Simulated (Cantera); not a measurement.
Charge: 1 mol Pb, 0.4 mol CO, 6.3 mol H₂, at 975 K and 13.3 mbar.

These are equilibrium values from Cantera (NASA tables, ideal gas, pure condensed phases), not measurements of a reactor. Kinetics and transport are ignored.

```csv
species,before,after
H₂,0.939,0.818
Pb,0.000688,0.130
CO,0.0588,0.0519
H,9.60e-9,0.000181
CO₂,7.72e-5,1.05e-7
CH₄,0.000848,3.83e-6
H₂O,0.000771,4.42e-6
"Pb(l), mol",0.995,0
```
Gas species are given as mole fractions.

What was changed between the two runs?
A. temperature from 975 K to 700 K
B. pressure from 13.3 mbar to 0.133 bar
C. pressure from 13.3 mbar to 56.0 mbar
D. temperature from 975 K to 1523.15 K

D, temperature from 975 K to 1523.15 K
